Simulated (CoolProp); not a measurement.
Saturation properties of diethyl ether.

Values from CoolProp's reference Helmholtz-energy equation of state, Thol 2014.

| T (K) | p (MPa) | vapour density (kg/m³) | surface tension (mN/m) |
|---|---|---|---|
| 368.2 | 0.5833 | 16.57 | 8.51 |
| 370.1 | 0.6098 | 17.33 | 8.31 |
| 371.9 | 0.6358 | 18.07 | 8.11 |
| 373.7 | 0.6625 | 18.84 | 7.92 |
| 375.5 | 0.6901 | 19.63 | 7.73 |
| 377.3 | 0.7186 | 20.46 | 7.54 |
| 379.2 | 0.7495 | 21.36 | 7.34 |
| 381 | 0.7798 | 22.25 | 7.15 |
| 382.8 | 0.8109 | 23.17 | 6.96 |
| 384.6 | 0.8430 | 24.12 | 6.77 |
| 386.4 | 0.8759 | 25.10 | 6.59 |
| 388.3 | 0.9118 | 26.18 | 6.39 |
| 390.1 | 0.9467 | 27.24 | 6.21 |
| 391.9 | 0.9826 | 28.33 | 6.02 |
| 393.7 | 1.020 | 29.47 | 5.84 |

It boils at 307.6 K under 1 atm.

Surface tension comes from a separate correlation (Mulero 2014).
